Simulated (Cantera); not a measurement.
Charge: 1 mol B, 0.073 mol HCl, equilibrated at 1025 K and 900 Torr.

Cantera equilibrium calculation (NASA polynomials, part measured and part estimated; ideal gas, pure solids and liquids). Candidate condensed phases: B; 13 gas species. Gases not in the tables: BHCl2. The numbers say what is thermodynamically allowed, not how fast it happens.

Base state: H2 0.553, BCl3 0.369, HCl 0.0779 (mole fractions); condensed: B(s).

Problem. What changes in the equilibrium state with this change: B replaced by Al2O3?

Solution. 
```
species        before     after
-------------  ------  --------
HCl            0.0779     0.999
H2O                 0  0.000654
AlCl3               0  0.000436
H2              0.553   7.51e-6
BCl3            0.369         0
B(s), mol       0.977         0
Al2O3(s), mol       0     1.000
```
Further candidate phases: Al, AlCl3, Al2O3, H2O.
